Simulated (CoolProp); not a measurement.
Vapour-liquid equilibrium of R22 (1) + acetone (2) at 335.6 K; x and y are mole fractions of (1).

Values from CoolProp's multi-fluid Helmholtz-energy mixture model, Kamei 1995 and Lemmon 2006; pair parameters Bell 2016.

Q: Give the bubble pressure and the first vapour's composition at x = 0.125, 0.2, 0.875. Is there an azeotrope?

A: x = 0.125: 3.314 bar, y = 0.638; x = 0.2: 4.261 bar, y = 0.729; x = 0.875: 20.71 bar, y = 0.990. No azeotrope shows between x = 0.05 and 0.95.

The pair parameters rest on a limited set of measurements; away from them the model extrapolates.
